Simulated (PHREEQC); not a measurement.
1 kg of water holding 0.44 mol/kgw KCl and 0.19 mol/kgw SrCl2 is evaporated at 25 °C; the solids stay in contact with the brine. The system is closed to CO2. Solids allowed: Sylvite. Others were left out.

Equilibrium calculation in PHREEQC: Pitzer model, pitzer.dat.

```json
[
 {"water left (kg)": "1", "ionic strength": "1.01", "water activity": "0.977", "Sylvite (mol)": "0", "Sr in solution (mol/kgw)": "0.190", "Cl in solution (mol/kgw)": "0.820"},
 {"water left (kg)": "0.8219", "ionic strength": "1.23", "water activity": "0.972", "Sylvite (mol)": "0", "Sr in solution (mol/kgw)": "0.231", "Cl in solution (mol/kgw)": "0.998"},
 {"water left (kg)": "0.6755", "ionic strength": "1.50", "water activity": "0.966", "Sylvite (mol)": "0", "Sr in solution (mol/kgw)": "0.281", "Cl in solution (mol/kgw)": "1.21"},
 {"water left (kg)": "0.5552", "ionic strength": "1.82", "water activity": "0.958", "Sylvite (mol)": "0", "Sr in solution (mol/kgw)": "0.342", "Cl in solution (mol/kgw)": "1.48"},
 {"water left (kg)": "0.4563", "ionic strength": "2.21", "water activity": "0.948", "Sylvite (mol)": "0", "Sr in solution (mol/kgw)": "0.416", "Cl in solution (mol/kgw)": "1.80"},
 {"water left (kg)": "0.375", "ionic strength": "2.69", "water activity": "0.936", "Sylvite (mol)": "0", "Sr in solution (mol/kgw)": "0.507", "Cl in solution (mol/kgw)": "2.19"},
 {"water left (kg)": "0.3082", "ionic strength": "3.28", "water activity": "0.920", "Sylvite (mol)": "0", "Sr in solution (mol/kgw)": "0.616", "Cl in solution (mol/kgw)": "2.66"},
 {"water left (kg)": "0.2533", "ionic strength": "3.99", "water activity": "0.900", "Sylvite (mol)": "0", "Sr in solution (mol/kgw)": "0.750", "Cl in solution (mol/kgw)": "3.24"},
 {"water left (kg)": "0.2082", "ionic strength": "4.85", "water activity": "0.874", "Sylvite (mol)": "0", "Sr in solution (mol/kgw)": "0.913", "Cl in solution (mol/kgw)": "3.94"},
 {"water left (kg)": "0.1711", "ionic strength": "5.90", "water activity": "0.840", "Sylvite (mol)": "0", "Sr in solution (mol/kgw)": "1.11", "Cl in solution (mol/kgw)": "4.79"},
 {"water left (kg)": "0.1407", "ionic strength": "6.90", "water activity": "0.807", "Sylvite (mol)": "0.0394", "Sr in solution (mol/kgw)": "1.35", "Cl in solution (mol/kgw)": "5.55"},
 {"water left (kg)": "0.1156", "ionic strength": "7.42", "water activity": "0.795", "Sylvite (mol)": "0.152", "Sr in solution (mol/kgw)": "1.64", "Cl in solution (mol/kgw)": "5.78"},
 {"water left (kg)": "0.09502", "ionic strength": "8.09", "water activity": "0.777", "Sylvite (mol)": "0.241", "Sr in solution (mol/kgw)": "2.00", "Cl in solution (mol/kgw)": "6.09"},
 {"water left (kg)": "0.07809", "ionic strength": "8.97", "water activity": "0.752", "Sylvite (mol)": "0.310", "Sr in solution (mol/kgw)": "2.43", "Cl in solution (mol/kgw)": "6.54"},
 {"water left (kg)": "0.06418", "ionic strength": "10.1", "water activity": "0.714", "Sylvite (mol)": "0.361", "Sr in solution (mol/kgw)": "2.96", "Cl in solution (mol/kgw)": "7.16"}
]
```

Sylvite from water left = 0.1407 kg.
